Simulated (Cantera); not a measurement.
Cantera run:

```python
import numpy as np
import cantera as ct

gas_names = """
    B BH BH2 BH3 BN BO BO2 B2 B2O B2O2 B2O3 B3O3H3 H HBO HBO2 HNO HNO2 HNO3 HO2 H2 H2O H2O2 H3B3O6 N NH
    NH2 NH3 NH2OH NO NO2 NO3 N2 N2H2 N2H4 N2O O OH O2 O3
""".split()
cond_names = """
    B(b) B(L) BN(s) B2O3(L) B3O3H3(cr) H2O(s) H2O(L)
""".split()


# ... load() reads the species with a 1 bar reference pressure and builds the phases ...
atoms = {
    'B': {'B': 1},
    'H2O': {'H': 2, 'O': 1},
    'N2': {'N': 2},
}
top_T = {'BN(s)': 3200}  # K; cautious upper limits of use, not melting points


# ... equilibrate(T, P, feed) seeds the gas with the atoms and calls Mixture.equilibrate('TP', solver="vcs", rtol=1e-11, max_steps=5000) ...
results = []
feed = {'B': 1, 'H2O': 0.21, 'N2': 50}  # mol
P = 170  # Pa
for T in [1048, 1248, 1448, 1648, 1848, 2048, 2248, 2448]:
    mix = equilibrate(T, P, feed)
    results.append((T, P, feed, dict(zip(mix.species_names, mix.species_moles))))
    x = sorted(zip(gas.X, gas.species_names), reverse=True)
    print(f"T = {T:g} K  P = {P:g} Pa  gas = {mix.phase_moles(0):.4g} mol")
    print("   x: " + "  ".join(f"{s} {v:.3e}" for v, s in x if v > 1e-05))
    print("   condensed (mol): " + ("  ".join(f"{mix.phase(i).name} {mix.phase_moles(i):.4g}"
          for i in range(1, mix.n_phases) if mix.phase_moles(i) > 1e-12) or "none"))
```

Result:

```
T = 1048 K  P = 170 Pa  gas = 49.78 mol
   x: N2 9.958e-01  H2 4.212e-03
   condensed (mol): BN(s) 0.8602  B2O3(L) 0.0698
T = 1248 K  P = 170 Pa  gas = 49.78 mol
   x: N2 9.957e-01  H2 4.170e-03  HBO2 8.092e-05  B2O3 2.442e-05
   condensed (mol): BN(s) 0.8614  B2O3(L) 0.06591
T = 1448 K  P = 170 Pa  gas = 49.85 mol
   x: N2 9.944e-01  H2 3.967e-03  B2O3 1.094e-03  HBO2 2.871e-04  HBO 1.856e-04  B2O2 7.486e-05  BO 1.856e-05  H 1.408e-05
   condensed (mol): BN(s) 0.859
T = 1648 K  P = 170 Pa  gas = 49.91 mol
   x: N2 9.937e-01  H2 3.762e-03  HBO 6.920e-04  B2O2 6.592e-04  BO 5.198e-04  B2O3 5.150e-04  H 1.325e-04  HBO2 6.590e-05
   condensed (mol): BN(s) 0.819
T = 1848 K  P = 170 Pa  gas = 50 mol
   x: N2 9.921e-01  H2 3.477e-03  BO 2.526e-03  H 7.582e-04  HBO 6.850e-04  B2O2 4.703e-04  B2O3 1.353e-05
   condensed (mol): BN(s) 0.7907
T = 2048 K  P = 170 Pa  gas = 50.09 mol
   x: N2 9.903e-01  BO 3.782e-03  H 2.802e-03  H2 2.661e-03  HBO 2.589e-04  B 6.415e-05  B2O2 6.396e-05  B2O 2.350e-05
   condensed (mol): BN(s) 0.7854
T = 2248 K  P = 170 Pa  gas = 50.73 mol
   x: N2 9.856e-01  H 5.966e-03  BO 3.961e-03  B 3.063e-03  H2 1.121e-03  B2O 1.013e-04  BN 7.708e-05  HBO 6.370e-05
   condensed (mol): B(b) 0.6252
T = 2448 K  P = 170 Pa  gas = 51.4 mol
   x: N2 9.727e-01  B 1.504e-02  H 7.650e-03  BO 4.006e-03  BN 2.566e-04  H2 2.510e-04  B2O 6.468e-05  HBO 1.308e-05
   condensed (mol): none
```

Method: chemical equilibrium by Gibbs-energy minimisation in Cantera with the NASA 1993 tables (ideal gas, pure condensed phases). N2 is the only nitrogen source here; it is nearly inert below about 1500 K, so the nitride shown seldom forms there in practice. Mutual solubility and eutectic melting of coexisting phases are not modelled.
